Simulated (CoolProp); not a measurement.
Properties of dodecamethylpentasiloxane (MD3M) along the isobar 779 kPa.

The numbers come from the reference Helmholtz-energy equation of state, Thol 2019 in CoolProp.

```
T (°C)   phase  density (kg/m³)  cv (kJ/(kg K))  isothermal compressibility (1/MPa)  expansivity (1/kK)  fugacity coefficient
------  ------  ---------------  --------------  ----------------------------------  ------------------  --------------------
48.55   liquid            848.3           1.496                            0.001810               1.131              6.882e-5
62.05   liquid            835.4           1.530                            0.002011               1.152             0.0001809
75.45   liquid            822.4           1.562                            0.002239               1.176             0.0004286
88.95   liquid            809.3           1.594                            0.002502               1.204             0.0009380
102.35  liquid            796.2           1.625                            0.002803               1.235              0.001894
115.85  liquid            782.9           1.656                            0.003154               1.271              0.003596
129.25  liquid            769.4           1.686                            0.003560               1.310              0.006411
142.75  liquid            755.7           1.716                            0.004039               1.356               0.01089
156.15  liquid            741.9           1.746                            0.004603               1.407               0.01759
169.65  liquid            727.6           1.775                            0.005282               1.465               0.02733
183.05  liquid            713.2           1.804                            0.006095               1.532               0.04078
```
